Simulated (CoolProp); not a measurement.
Nitrogen along the isotherm -132.75 °C: Z from the reference equation and from simpler models built on Tc = -147.0 °C, pc = 3.396 MPa, ω = 0.037; each cubic takes its own stable root.

Model: reference Helmholtz-energy equation of state, Span 2000, in CoolProp.

| p (MPa) | phase | reference | Pitzer virial | van der Waals |
|---|---|---|---|---|
| 0.106 | gas | 0.9925 | 0.9924 | 0.9928 |
| 0.212 | gas | 0.9849 | 0.9848 | 0.9856 |
| 0.318 | gas | 0.9772 | 0.9771 | 0.9782 |
| 0.424 | gas | 0.9695 | 0.9695 | 0.9708 |
| 0.531 | gas | 0.9616 | 0.9618 | 0.9633 |
| 0.637 | gas | 0.9537 | (withheld) | 0.9557 |
| 0.743 | gas | 0.9458 | 0.9466 | 0.9480 |
| 0.849 | gas | 0.9377 | (withheld) | 0.9402 |
| 0.955 | gas | (withheld) | 0.9313 | 0.9323 |
| 1.06 | gas | (withheld) | (withheld) | 0.9243 |
| 1.17 | gas | 0.9129 | 0.9159 | 0.9159 |
| 1.27 | gas | 0.9049 | (withheld) | 0.9082 |
| 1.38 | gas | 0.8961 | 0.9008 | 0.8995 |
| 1.49 | gas | 0.8872 | 0.8929 | 0.8907 |
| 1.59 | gas | 0.8790 | 0.8857 | 0.8826 |
| 1.7 | gas | 0.8699 | 0.8778 | (withheld) |

Problem. What belongs in the gaps?

Solution. 
- 0.637, Pitzer virial: 0.9542
- 0.849, Pitzer virial: 0.9389
- 0.955, reference: 0.9296
- 1.06, reference: 0.9215
- 1.06, Pitzer virial: 0.9238
- 1.27, Pitzer virial: 0.9087
- 1.7, van der Waals: 0.8735
